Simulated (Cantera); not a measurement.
An adiabatic, constant-volume homogeneous reactor starts with 1.52 % C3H8, 17.7 % O2, 66.6 % N2, 14.2 % CO2, at 1175 K and 1400000 Pa.

Detailed kinetics in Cantera: GRI-Mech 3.0 (53 species, 325 reactions). The pressure lies above the range GRI-Mech 3.0 was tuned for (to about 10 atm).

Problem. Predict: time of steepest temperature rise; temperature at 0.400 s; equilibrium temperature; x(O2) at 0.400 s; x(CO2) at 0.400 s; x(CO) at 0.400 s; x(HO2) at 0.400 s.

Solution. 
| Item | Value |
|---|---|
| time of steepest temperature rise | 1.91 ms |
| temperature at 0.400 s | 2110 K |
| equilibrium temperature | 2110 K |
| x(O2) at 0.400 s | 0.0959 (gas-phase equilibrium 0.0958) |
| x(CO2) at 0.400 s | 0.184 (gas-phase equilibrium 0.184) |
| x(CO) at 0.400 s | 0.000374 (gas-phase equilibrium 0.000373) |
| x(HO2) at 0.400 s | 4.16e-6 (gas-phase equilibrium 4.15e-6) |
